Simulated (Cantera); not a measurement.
Charge: 1 mol BF₃, 15 mol H₂O, 21 mol H₂, equilibrated at 1000 K and 0.0960 bar.

Cantera equilibrium calculation (NASA polynomials, part measured and part estimated; ideal gas, pure solids and liquids). Candidate condensed phases: B, B₂O₃, B₃O₃H₃, H₂O; 43 gas species. Gases not in the tables: H₃BO₃. The numbers say what is thermodynamically allowed, not how fast it happens.

Base state: H₂ 0.562, H₂O 0.366, HF 0.0650, BF₃ 0.00459, (HBO₂)₃ 0.00191, B₃O₃F₃ 0.000484, HBO₂ 5.12e-5, BOF 3.83e-5 (mole fractions); condensed: B₂O₃(l).

### Question
What changes in the equilibrium state with this change: BF₃ replaced by B₂O₃?

### Answer
```
species         before    after
------------  --------  -------
H₂               0.562    0.584
H₂O              0.366    0.414
(HBO₂)₃        0.00191  0.00230
HF              0.0650        0
BF₃            0.00459        0
B₃O₃F₃        0.000484        0
B₂O₃(l), mol     0.278    0.875
```

### Question
What changes in the equilibrium state with this change: H₂O from 15 to 0.13 mol?

### Answer
```tsv
species	before	after
H₂	0.562	0.947
BF₃	0.00459	0.0405
HF	0.0650	0.00928
H₂O	0.366	0.00124
(HBO₂)₃	0.00191	7.98e-8
BHF₂	2.19e-7	2.29e-5
HBO₂	5.12e-5	1.78e-6
B₃O₃F₃	0.000484	0.00152
BOF	3.83e-5	5.61e-5
B₂O₃(l), mol	0.278	0
```

### Question
What changes in the equilibrium state with this change: H₂O from 15 to 0.32 mol?

### Answer
```json
[
 {"species": "H₂", "before": "0.562", "after": "0.938"},
 {"species": "BF₃", "before": "0.00459", "after": "0.0361"},
 {"species": "HF", "before": "0.0650", "after": "0.0171"},
 {"species": "H₂O", "before": "0.366", "after": "0.00576"},
 {"species": "(HBO₂)₃", "before": "0.00191", "after": "2.39e-6"},
 {"species": "BHF₂", "before": "2.19e-7", "after": "1.10e-5"},
 {"species": "B₂O₃(l), mol", "before": "0.278", "after": "0"}
]
```
